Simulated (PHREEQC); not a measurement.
A solution holds 0.015 mol/kgw KHSO4, at 30 °C. Closed to the air; pH follows from the charge balance.

Equilibrium calculation in PHREEQC: ion-association model, phreeqc.dat.

Precipitation was switched off in this run.

Task: What pH, ionic strength does the model give?

Result: pH 2.07; ionic strength 0.0336 mol/kgw.

Task: In which forms is K present?

Result: K+ 97 %, KSO4- 3.5 % of the K.

Species that the database lacks are ignored.
